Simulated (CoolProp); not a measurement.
Vapour-liquid equilibrium of p-xylene (1) + n-undecane (2) at 307 K; x and y are mole fractions of (1).

Computed with CoolProp (multi-fluid Helmholtz-energy mixture model, Zhou 2012 and Aleksandrov 2011; pair parameters Bell 2016).

Give the bubble pressure and the first vapour's composition at x = 0.05, 0.275, 0.35. Is there an azeotrope?

x = 0.05: 0.0002027 MPa, y = 0.481; x = 0.275: 0.0006136 MPa, y = 0.869; x = 0.35: 0.0007495 MPa, y = 0.904. No azeotrope shows between x = 0.05 and 0.95.

Pair parameters are fitted to limited data, so mixtures are less certain than the pure fluids.
